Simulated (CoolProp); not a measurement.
n-octane along the isotherm 346.85 °C: fugacity coefficient from the reference equation and from simpler models built on Tc = 295.6 °C, pc = 24.84 bar, ω = 0.398; each cubic takes its own stable root.

Computed with CoolProp (reference Helmholtz-energy equation of state, Beckmüller 2019).

| p (bar) | phase | reference |
|---|---|---|
| 6.21 | gas | 0.9345 |
| 12.4 | gas | 0.8718 |
| 18.6 | gas | 0.8113 |
| 24.8 | gas | 0.7528 |
| 31 | supercritical | 0.6963 |
| 37.3 | supercritical | 0.6407 |
| 43.5 | supercritical | 0.5888 |
| 49.7 | supercritical | 0.5432 |
| 55.9 | supercritical | 0.5054 |
| 62.1 | supercritical | 0.4743 |

Question: How far does each simpler model (Redlich-Kwong, Soave-Redlich-Kwong) lie from the reference over these 10 states: mean and median of the absolute difference, and the worst?

Answer: 
- Redlich-Kwong: mean 1.0 %, median 0.9 %, worst -2.1 % at 346.85 °C and 43.5 bar
- Soave-Redlich-Kwong: mean 3.4 %, median 2.8 %, worst +7.4 % at 346.85 °C and 62.1 bar
